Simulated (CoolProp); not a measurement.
R404A at 239.5 K and 5.02 MPa flows at 1 m/s in a round tube of 20 mm bore and 15 µm roughness, fully developed (64/Re and Nu = 3.66 if laminar; Colebrook and Gnielinski if turbulent). Each further row changes one setting.

Model: reference Helmholtz-energy equation of state, Lemmon 2003, in CoolProp. It is a pseudo-pure fit of the blend.

```
case            Reynolds number  Darcy friction factor  pressure drop (Pa/m)  heat-transfer coefficient (W/(m² K))  mass flow (kg/h)
--------------  ---------------  ---------------------  --------------------  ------------------------------------  ----------------
as stated                 86700                 0.0216                   694                                  2120              1450
velocity 2 m/s           173000                 0.0202                  2590                                  4050              2900
diameter 40 mm           173000                 0.0184                   296                                  1890              5800
```

Viscosity comes from a separate model (Geller 2000). Thermal conductivity comes from a separate model (Geller 2001).
